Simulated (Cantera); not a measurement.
Ignition delay

Mixture: C3H8 : O2 : N2 : CO2 = 1 : 5.81 : 21.9 : 6 (molar parts), equivalence ratio 0.86, at 2.80 bar, adiabatic and at constant pressure. Ignition delay is the time to a rise of 400 K.

Model: GRI-Mech 3.0 (53 species, 325 reactions), integrated in Cantera. GRI-Mech 3.0 was tuned for natural gas; its chemistry of propane as a main component is partial and can be far from experiment.

```csv
T0 (K),delay (ms)
1250,1.70
1350,0.323
1450,0.0862
1550,0.0314
1650,0.0147
1750,0.00831
```

```json
{
  "apparent activation energy between 1550 and 1750 K": "150 kJ/mol"
}
```
